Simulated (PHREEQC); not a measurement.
## Buffer: an equilibrium model

Make-up at 15 °C: 0.19 mol/kgw NaHCO3, 0.087 mol/kgw NaF and 0.0014 mol/kgw KCl. Closed to the air; pH follows from the charge balance.

Model: ion-association model, wateq4f.dat, run in PHREEQC.

Each row changes one thing in this solution. This is a speciation only: nothing precipitates in the calculation.

| case | pH | ionic strength (mol/kgw) | Na+ (mol/kgw) | HCO3- (mol/kgw) | NaHCO3 (mol/kgw) | CO2 (mol/kgw) | SI of Nahcolite (NaHCO3) | SI of Natron (Na2CO3:10H2O) |
|---|---|---|---|---|---|---|---|---|
| as made | 8.01 | 0.260 | 0.257 | 0.171 | 0.0126 | 0.00304 | -0.98 | -3.09 |
| temperature from 15 to 75 °C | 7.39 | 0.255 | 0.253 | 0.161 | 0.0108 | 0.00931 | -1.53 | -5.56 |
| NaHCO3 from 0.19 to 0.038 mol/kgw | 8.12 | 0.122 | 0.120 | 0.0355 | 0.00141 | 0.000543 | -1.95 | -4.24 |
| KCl from 0.0014 to 0.0028 mol/kgw | 8.01 | 0.262 | 0.257 | 0.171 | 0.0126 | 0.00304 | -0.98 | -3.09 |
| KCl replaced by (CH3)4NCl at the same molality | 8.01 | 0.260 | 0.257 | 0.171 | 0.0126 | 0.00304 | -0.98 | -3.09 |
| NaF replaced by Na2SeO3 at the same molality | 8.72 | 0.422 | 0.342 | 0.158 | 0.0140 | 0.000511 | -0.92 | -2.22 |

At this temperature some constants are extrapolated from 25 °C, and those without enthalpy data are left unchanged.
